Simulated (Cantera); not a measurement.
An isothermal, constant-pressure homogeneous reactor starts with 5.66 % CH4, 94.3 % H2, at 2425 K and 100.0 Torr.

Model: GRI-Mech 3.0 (53 species, 325 reactions), integrated in Cantera. GRI-Mech 3.0 stops at C3 and has no aromatics, soot or wall deposition, so with more carbon than oxygen in the feed, carbon stays in small species such as C2H2 where larger ones or solid carbon would form.

x: mole fraction; the columns are a selection and need not sum to one.

```csv
t (s),x CH4,x H2,x C2H4,x CH3,x C2H6,x C2H,x CH2
1.00e-5,0.0542,0.941,9.27e-6,0.00224,1.19e-6,1.46e-10,5.73e-6
3.89e-5,0.0474,0.936,0.000276,0.00740,1.00e-5,1.60e-7,6.51e-5
0.000152,0.0247,0.936,0.000383,0.00913,7.99e-6,1.22e-5,0.000170
0.000590,…,0.944,…,…,…,…,…
0.00230,0.000445,0.938,4.55e-6,0.000302,4.51e-9,5.86e-5,1.72e-5
0.00894,6.33e-5,0.930,3.33e-6,5.41e-5,1.15e-10,7.45e-5,4.01e-6
0.0348,3.66e-5,0.926,3.06e-6,3.41e-5,4.36e-11,8.11e-5,2.76e-6
0.136,3.64e-5,0.926,3.06e-6,3.40e-5,4.33e-11,8.12e-5,2.75e-6
0.528,3.64e-5,0.926,3.06e-6,3.40e-5,4.33e-11,8.12e-5,2.75e-6
2.05,3.64e-5,0.926,3.06e-6,3.40e-5,4.33e-11,8.12e-5,2.75e-6
8.00,3.64e-5,0.926,3.06e-6,3.40e-5,4.33e-11,8.12e-5,2.75e-6
```

Task: What belongs in the gaps?

Result: 
- 0.000590, x CH4: 0.00436
- 0.000590, x C2H4: 2.99e-5
- 0.000590, x CH3: 0.00220
- 0.000590, x C2H6: 3.36e-7
- 0.000590, x C2H: 3.92e-5
- 0.000590, x CH2: 8.02e-5
